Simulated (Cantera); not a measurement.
Input: 1 mol Si₂Cl₆, 1.5 mol HCl, 420 mol H₂, equilibrated at 575 °C and 0.0100 bar.

Method: chemical equilibrium by Gibbs-energy minimisation in Cantera with the NASA 1993 tables (ideal gas, pure condensed phases). Candidate condensed phases: Si; 19 gas species. The feed counts by its element totals alone. The tables' values for SiCl₃ are old estimates; treat these amounts as uncertain. Equilibrium is a limit: real reactors are often held back by kinetics, nucleation or transport.

**Question.** What is the equilibrium state?

**Answer.** 
| Item | Value |
|---|---|
| x(H₂) | 0.993 |
| x(HCl) | 0.00334 |
| x(SiCl₄) | 0.00261 |
| x(SiHCl₃) | 0.00126 |
| x(SiH₂Cl₂) | 5.34e-5 |
| x(SiCl₃) | 2.19e-5 |
| x(SiCl₂) | 1.33e-5 |
| n(Si(s)) | 0.328 mol |
| gas amount | 422.8 mol |
